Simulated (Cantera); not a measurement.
Feed: 1 mol HMDSO, 5.1 mol N₂O, 62 mol N₂, equilibrated at 1330 Pa.

Cantera equilibrium calculation (NASA polynomials, part measured and part estimated; ideal gas, pure solids and liquids). Candidate condensed phases: C, C₆H₆, C₇H₈, C₈H₁₈, H₂O, Si, SiC, SiO₂, Si₂N₂O, Si₃N₄; 151 gas species. The feed counts by its element totals alone. Mutual solubility and eutectic melting of coexisting phases are not modelled. Kinetics and transport are ignored.

**Question.** Which condensed phases are stable at each of these points (T (°C)): 700, 800, 900, 1000, 1100, 1200, 1300, 1400, 1500, 1600?

**Answer.** 
```csv
T (°C),condensed phases,Si condensed (%)
700,C(graphite) + SiO₂(β-quartz),100.0
800,C(graphite) + SiO₂(β-quartz) + Si₂N₂O(s),100.0
900,C(graphite) + Si₂N₂O(s),100.0
1000,C(graphite) + Si₂N₂O(s),100.0
1100,C(graphite) + Si₂N₂O(s),100.0
1200,C(graphite) + Si₂N₂O(s),99.8
1300,SiC(s) + Si₂N₂O(s),98.3
1400,SiC(s) + Si₂N₂O(s),81.9
1500,SiC(s),46.9
1600,SiC(s),46.2
```

At 700 °C the condensed part is C(graphite) + SiO₂(β-quartz). At 800 °C the condensed part is C(graphite) + SiO₂(β-quartz) + Si₂N₂O(s). From 900 °C to 1200 °C the condensed part is C(graphite) + Si₂N₂O(s). From 1300 °C to 1400 °C the condensed part is SiC(s) + Si₂N₂O(s). From 1500 °C to 1600 °C the condensed part is SiC(s).
